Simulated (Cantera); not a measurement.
Feed: 1 mol Si2Cl6, 110 mol N2, at 0.00780 bar.

Cantera equilibrium calculation (NASA polynomials, part measured and part estimated; ideal gas, pure solids and liquids). Candidate condensed phases: Si, Si3N4; 13 gas species. The feed counts by its element totals alone. N2 is the only nitrogen source here; it is nearly inert below about 1500 K, so the nitride shown seldom forms there in practice. Equilibrium is a limit: real reactors are often held back by kinetics, nucleation or transport.

Question: What share of the Si ends up in condensed phases as a function of T (K), at 1050, 1100, 1150, 1200, 1250, 1300, 1350, 1400, 1450, 1500, 1550, 1600, 1650?

Answer: 
```
T (K)  Si condensed (%)        as
-----  ----------------  --------
1050               24.9  Si3N4(s)
1100               24.7  Si3N4(s)
1150               24.2  Si3N4(s)
1200               23.0  Si3N4(s)
1250               20.2  Si3N4(s)
1300               14.1  Si3N4(s)
1350                2.9  Si3N4(s)
1400                0.0         -
1450                0.0         -
1500                0.0         -
1550                0.0         -
1600                0.0         -
1650                0.0         -
```
